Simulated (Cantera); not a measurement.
What does this Cantera script print?

```python
import numpy as np
import cantera as ct

gas_names = """
    H HNO HNO2 HNO3 HO2 H2 H2O H2O2 H2S H2SO4 N NH NH2 NH3 NH2OH NO NO2 NO3 N2 N2H2 N2H4 N2O O OH O2 O3
    S SH SN SO SO2 SO3 S2 S2O S8
""".split()
cond_names = """
    H2O(s) H2O(L) H2SO4(L) S(cr1) S(cr2) S(L)
""".split()


# ... load() reads the species with a 1 bar reference pressure and builds the phases ...
atoms = {
    'H2O': {'H': 2, 'O': 1},
    'SO2': {'S': 1, 'O': 2},
    'N2': {'N': 2},
}
top_T = {}  # K; cautious upper limits of use, not melting points


# ... equilibrate(T, P, feed) seeds the gas with the atoms and calls Mixture.equilibrate('TP', solver="vcs", rtol=1e-11, max_steps=5000) ...
results = []
feed = {'H2O': 1, 'SO2': 0.0039, 'N2': 20}  # mol
T = 3323  # K
for P in [10, 52, 280, 1400, 7600, 40000, 210000, 1100000, 5700000, 30000000]:
    mix = equilibrate(T, P, feed)
    results.append((T, P, feed, dict(zip(mix.species_names, mix.species_moles))))
    x = sorted(zip(gas.X, gas.species_names), reverse=True)
    print(f"T = {T:g} K  P = {P:g} Pa  gas = {mix.phase_moles(0):.4g} mol")
    print("   x: " + "  ".join(f"{s} {v:.3e}" for v, s in x if v > 1e-05))
    print("   condensed (mol): " + ("  ".join(f"{mix.phase(i).name} {mix.phase_moles(i):.4g}"
          for i in range(1, mix.n_phases) if mix.phase_moles(i) > 1e-12) or "none"))
```

Output:

```
T = 3323 K  P = 10 Pa  gas = 23.11 mol
   x: N2 8.612e-01  H 8.654e-02  O 4.339e-02  N 8.485e-03  NO 2.185e-04  S 1.687e-04
   condensed (mol): none
T = 3323 K  P = 52 Pa  gas = 23.05 mol
   x: N2 8.657e-01  H 8.670e-02  O 4.319e-02  N 3.730e-03  NO 4.972e-04  S 1.689e-04  H2 2.608e-05  OH 2.194e-05  O2 1.022e-05
   condensed (mol): none
T = 3323 K  P = 280 Pa  gas = 23.01 mol
   x: N2 8.678e-01  H 8.652e-02  O 4.244e-02  N 1.610e-03  NO 1.135e-03  S 1.677e-04  H2 1.398e-04  OH 1.159e-04  O2 5.316e-05
   condensed (mol): none
T = 3323 K  P = 1400 Pa  gas = 22.96 mol
   x: N2 8.696e-01  H 8.519e-02  O 4.043e-02  NO 2.421e-03  N 7.206e-04  H2 6.779e-04  OH 5.434e-04  O2 2.412e-04  S 1.617e-04  H2O 1.041e-05
   condensed (mol): none
T = 3323 K  P = 7600 Pa  gas = 22.8 mol
   x: N2 8.745e-01  H 7.864e-02  O 3.479e-02  NO 4.867e-03  H2 3.136e-03  OH 2.343e-03  O2 9.696e-04  N 3.101e-04  H2O 2.250e-04  S 1.375e-04  SO 3.052e-05
   condensed (mol): none
T = 3323 K  P = 40000 Pa  gas = 22.41 mol
   x: N2 8.885e-01  H 5.930e-02  O 2.371e-02  H2 9.384e-03  NO 7.670e-03  OH 6.338e-03  H2O 2.415e-03  O2 2.370e-03  N 1.363e-04  S 8.861e-05  SO 7.054e-05  SO2 1.072e-05
   condensed (mol): none
T = 3323 K  P = 210000 Pa  gas = 21.88 mol
   x: N2 9.095e-01  H 3.257e-02  H2 1.487e-02  O 1.180e-02  H2O 9.993e-03  OH 9.092e-03  NO 8.845e-03  O2 3.080e-03  SO 9.173e-05  N 6.017e-05  S 4.412e-05  SO2 3.642e-05
   condensed (mol): none
T = 3323 K  P = 1.1e+06 Pa  gas = 21.49 mol
   x: N2 9.267e-01  H2O 2.059e-02  H2 1.475e-02  H 1.417e-02  OH 8.219e-03  NO 8.104e-03  O 4.678e-03  O2 2.537e-03  SO 8.521e-05  SO2 7.028e-05  N 2.654e-05  S 1.973e-05
   condensed (mol): none
T = 3323 K  P = 5.7e+06 Pa  gas = 21.27 mol
   x: N2 9.372e-01  H2O 2.971e-02  H2 1.160e-02  NO 6.566e-03  OH 5.874e-03  H 5.524e-03  O 1.656e-03  O2 1.647e-03  SO2 1.018e-04  SO 6.728e-05  N 1.172e-05
   condensed (mol): none
T = 3323 K  P = 3e+07 Pa  gas = 21.15 mol
   x: N2 9.432e-01  H2O 3.623e-02  H2 8.177e-03  NO 4.967e-03  OH 3.718e-03  H 2.021e-03  O2 9.363e-04  O 5.441e-04  SO2 1.270e-04  SO 4.855e-05
   condensed (mol): none
```

These are equilibrium values from Cantera (NASA tables, ideal gas, pure condensed phases), not measurements of a reactor. The ideal-gas law is rough above about 30 bar.
